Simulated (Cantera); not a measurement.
A freely propagating, adiabatic, planar premixed flame of H2 : O2 : N2 : H2O = 1 : 0.769 : 3.77 : 0.12 (molar parts), unburnt at 700 K and 17000 Pa; mixture-averaged transport, grid criteria slope 0.08 and curve 0.16, no radiation.

Detailed kinetics in Cantera: the H2/O2 subset of GRI-Mech 3.0, which has no nitrogen chemistry. Burning velocities carry a grid error of a few per cent, more on coarse grids. Lean hydrogen flames are cellular in practice and burn faster than this planar one.

Problem. Predict: laminar burning velocity; thermal thickness; peak x(OH); peak x(H); peak x(HO2).

Solution. 
```json
{
 "laminar_burning_velocity": "550 cm/s",
 "thermal_thickness": "5.52 mm",
 "peak x(OH)": "0.00987",
 "peak x(H)": "0.0403",
 "peak x(HO2)": "4.53e-5"
}
```
